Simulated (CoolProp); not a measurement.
Methanol along the isotherm 481.9 K: fugacity coefficient from the reference equation and from simpler models built on Tc = 513.4 K, pc = 8.216 MPa, ω = 0.565; each cubic takes its own stable root.

Computed with CoolProp (reference Helmholtz-energy equation of state, de Reuck 1993).

```json
[
 {"p (MPa)": "0.513", "phase": "gas", "reference": "0.9743", "van der Waals": "0.9785", "Redlich-Kwong": "0.9746", "Soave-Redlich-Kwong": "[?]"},
 {"p (MPa)": "1.03", "phase": "gas", "reference": "[?]", "van der Waals": "0.9568", "Redlich-Kwong": "0.9492", "Soave-Redlich-Kwong": "0.9461"},
 {"p (MPa)": "1.54", "phase": "gas", "reference": "[?]", "van der Waals": "0.9355", "Redlich-Kwong": "0.9243", "Soave-Redlich-Kwong": "0.9197"},
 {"p (MPa)": "2.05", "phase": "gas", "reference": "0.8934", "van der Waals": "[?]", "Redlich-Kwong": "0.8996", "Soave-Redlich-Kwong": "0.8934"},
 {"p (MPa)": "2.57", "phase": "gas", "reference": "0.8646", "van der Waals": "0.8924", "Redlich-Kwong": "0.8744", "Soave-Redlich-Kwong": "0.8666"},
 {"p (MPa)": "3.08", "phase": "gas", "reference": "0.8355", "van der Waals": "0.8710", "Redlich-Kwong": "0.8499", "Soave-Redlich-Kwong": "0.8404"},
 {"p (MPa)": "3.59", "phase": "gas", "reference": "0.8057", "van der Waals": "0.8495", "Redlich-Kwong": "0.8253", "Soave-Redlich-Kwong": "0.8142"},
 {"p (MPa)": "4.11", "phase": "gas", "reference": "0.7744", "van der Waals": "0.8275", "Redlich-Kwong": "0.8002", "Soave-Redlich-Kwong": "0.7872"}
]
```

**Question.** Complete the blanks.

**Answer.** 
- 0.513, Soave-Redlich-Kwong: 0.9730
- 1.03, reference: 0.9477
- 1.54, reference: 0.9209
- 2.05, van der Waals: 0.9141
